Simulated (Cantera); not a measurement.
Cantera run:

```python
import numpy as np
import cantera as ct

gas_names = """
    CL CL2 H HCL H2 N NH NH2 NH3 N2 N2H2 N2H4 Si SiCL SiCL2 SiCL3 SiCL4 SiH SiHCL3 SiH2 SiH2CL2 SiH3
    SiH3CL SiH4 SiN Si2 Si2N Si3
""".split()
cond_names = """
    NH4CL(a) NH4CL(b) Si(cr) Si(L) Si3N4(a)
""".split()


# ... load() reads the species with a 1 bar reference pressure and builds the phases ...
atoms = {
    'SiH2Cl2': {'Si': 1, 'H': 2, 'CL': 2},
    'NH3': {'N': 1, 'H': 3},
    'H2': {'H': 2},
}
top_T = {'Si3N4(a)': 2400}  # K; cautious upper limits of use, not melting points


# ... equilibrate(T, P, feed) seeds the gas with the atoms and calls Mixture.equilibrate('TP', solver="vcs", rtol=1e-11, max_steps=5000) ...
results = []
feed = {'SiH2Cl2': 1, 'NH3': 10, 'H2': 9.2}  # mol
P = 100000  # Pa
for T in [875, 1025, 1175, 1325, 1475, 1625, 1775, 1925, 2075]:
    mix = equilibrate(T, P, feed)
    results.append((T, P, feed, dict(zip(mix.species_names, mix.species_moles))))

top = {s: max(r[3][s] / sum(r[3][g] for g in gas_names) for r in results) for s in gas_names}
cols = sorted((s for s in top if top[s] > 0.0001), key=lambda s: -top[s])[:6]
seen = [c for c in cond_names if any(r[3].get(c, 0) > 1e-12 for r in results)]
print("log10 of partial pressures in bar; condensed amounts in mol")
print(f"{'T/K':>10s}" + "".join(f"{s[:9]:>10s}" for s in cols + seen))
for T, P, feed, n in results:
    ng = sum(n[g] for g in gas_names)
    print(f"{T:10.4g}" + "".join(f"{np.log10(max(n[s] / ng * P / 1e5, 1e-99)):10.3f}" for s in cols)
          + "".join(f"{n.get(c, 0):10.4g}" for c in seen))
```

Output:

```
log10 of partial pressures in bar; condensed amounts in mol
       T/K        H2        N2       HCL     SiCL2         H       NH3     Si(L)  Si3N4(a)
       875    -0.101    -0.848    -1.185   -10.648   -10.350    -3.402         0    0.3327
      1025    -0.101    -0.848    -1.185    -8.326    -8.411    -3.881         0     0.333
      1175    -0.101    -0.848    -1.184    -6.604    -6.962    -4.242         0    0.3331
      1325    -0.101    -0.848    -1.184    -5.280    -5.837    -4.524         0     0.333
      1475    -0.101    -0.848    -1.185    -4.234    -4.938    -4.750         0    0.3324
      1625    -0.101    -0.847    -1.190    -3.398    -4.202    -4.934         0    0.3287
      1775    -0.101    -0.845    -1.211    -2.743    -3.589    -5.085         0    0.3139
      1925    -0.100    -0.839    -1.266    -2.274    -3.070    -5.210         0    0.2769
      2075    -0.108    -0.796    -1.304    -2.158    -2.628    -5.309    0.7667         0
```

Cantera equilibrium calculation (NASA polynomials, part measured and part estimated; ideal gas, pure solids and liquids). The tables' values for SiCl, SiCl3 are old estimates; treat these amounts as uncertain. Gases not in the tables: Si2H6 and higher silanes.
